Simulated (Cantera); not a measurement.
**Hydrocarbon pyrolysis for carbon deposition**

An isothermal, constant-pressure homogeneous reactor starts with 1.37 % C₂H₄, 98.6 % H₂, at 1773 K and 0.0350 bar.

Computed with Cantera and GRI-Mech 3.0 (53 species, 325 reactions). GRI-Mech 3.0 was tuned for natural gas; its chemistry of ethylene as a main component is partial and can be far from experiment. GRI-Mech 3.0 stops at C3 and has no aromatics, soot or wall deposition, so with more carbon than oxygen in the feed, carbon stays in small species such as C2H2 where larger ones or solid carbon would form. Radical loss at walls, strong at low pressure, is not modelled.

```json
[
 {"t (s)": "0.000400", "x C₂H₄": "0.0132", "x H₂": "0.986", "x H": "2.45e-6", "x CH₂": "5.21e-11", "x CH₃": "7.95e-10"},
 {"t (s)": "0.000892", "x C₂H₄": "0.0126", "x H₂": "0.986", "x H": "5.43e-6", "x CH₂": "1.13e-10", "x CH₃": "1.19e-9"},
 {"t (s)": "0.00199", "x C₂H₄": "0.0113", "x H₂": "0.986", "x H": "1.18e-5", "x CH₂": "2.25e-10", "x CH₃": "1.75e-9"},
 {"t (s)": "0.00443", "x C₂H₄": "0.00868", "x H₂": "0.986", "x H": "2.49e-5", "x CH₂": "3.67e-10", "x CH₃": "2.59e-9"},
 {"t (s)": "0.00988", "x C₂H₄": "0.00459", "x H₂": "0.986", "x H": "4.84e-5", "x CH₂": "3.78e-10", "x CH₃": "3.58e-9"},
 {"t (s)": "0.0220", "x C₂H₄": "0.000901", "x H₂": "0.986", "x H": "8.76e-5", "x CH₂": "1.35e-10", "x CH₃": "5.31e-9"},
 {"t (s)": "0.0491", "x C₂H₄": "2.66e-5", "x H₂": "0.986", "x H": "0.000169", "x CH₂": "9.70e-12", "x CH₃": "1.02e-8"},
 {"t (s)": "0.110", "x C₂H₄": "1.59e-5", "x H₂": "0.986", "x H": "0.000350", "x CH₂": "1.82e-11", "x CH₃": "2.21e-8"},
 {"t (s)": "0.244", "x C₂H₄": "1.44e-5", "x H₂": "0.986", "x H": "0.000708", "x CH₂": "6.18e-11", "x CH₃": "5.60e-8"},
 {"t (s)": "0.545", "x C₂H₄": "1.34e-5", "x H₂": "0.985", "x H": "0.00122", "x CH₂": "2.80e-10", "x CH₃": "1.86e-7"},
 {"t (s)": "1.21", "x C₂H₄": "1.31e-5", "x H₂": "0.985", "x H": "0.00150", "x CH₂": "1.05e-9", "x CH₃": "6.06e-7"},
 {"t (s)": "2.71", "x C₂H₄": "1.30e-5", "x H₂": "0.985", "x H": "0.00152", "x CH₂": "2.66e-9", "x CH₃": "1.54e-6"},
 {"t (s)": "6.04", "x C₂H₄": "1.30e-5", "x H₂": "0.985", "x H": "0.00152", "x CH₂": "5.92e-9", "x CH₃": "3.46e-6"},
 {"t (s)": "13.5", "x C₂H₄": "1.29e-5", "x H₂": "0.985", "x H": "0.00152", "x CH₂": "1.10e-8", "x CH₃": "6.48e-6"},
 {"t (s)": "30.0", "x C₂H₄": "1.29e-5", "x H₂": "0.985", "x H": "0.00152", "x CH₂": "1.44e-8", "x CH₃": "8.48e-6"}
]
```
x: mole fraction; the columns are a selection and need not sum to one.

Equilibrium at this temperature and pressure: C₂H₄ 1.29e-5, H₂ 0.985, H 0.00152, CH₂ 1.48e-8, CH₃ 8.71e-6 (gas phase only).
